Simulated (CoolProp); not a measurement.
Computed with CoolProp (reference Helmholtz-energy equation of state, Gao 2022).

### Question
For n-perfluorobutane, give the phase and the density (kg/m³), Joule-Thomson coefficient (K/MPa), isothermal compressibility (1/MPa), expansivity (1/kK) at 162.2 K and 563 kPa.

### Answer
- 162.2 K and 563 kPa: liquid; density 1980, Joule-Thomson coefficient -0.351, isothermal compressibility 0.00107, expansivity 1.90
